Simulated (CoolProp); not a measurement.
The fluid at 293.15 K and 0.225 MPa expands adiabatically to 0.0189 MPa with isentropic efficiency 0.7. The same conditions are run with several fluids, on thermodynamics alone (safety and materials aside).

Computed with CoolProp (reference Helmholtz-energy equation of state of each fluid (chlorine: Thol 2021; carbonyl sulfide: Lemmon 2006; propane: Lemmon 2009; R227EA: Lemmon 2016)).

Task: Rank chlorine, carbonyl sulfide, propane, R227EA by work (kJ/kg), highest first.

Result: propane (80.4), carbonyl sulfide (54.0), chlorine (45.6), R227EA (22.1)

```csv
fluid,final temperature (K),final phase,final density (kg/m³)
chlorine,206.9,"two-phase, vapour fraction 0.972",0.807
carbonyl sulfide,205.0,gas,0.671
propane,236.4,gas,0.427
R227EA,260.0,gas,1.50
```
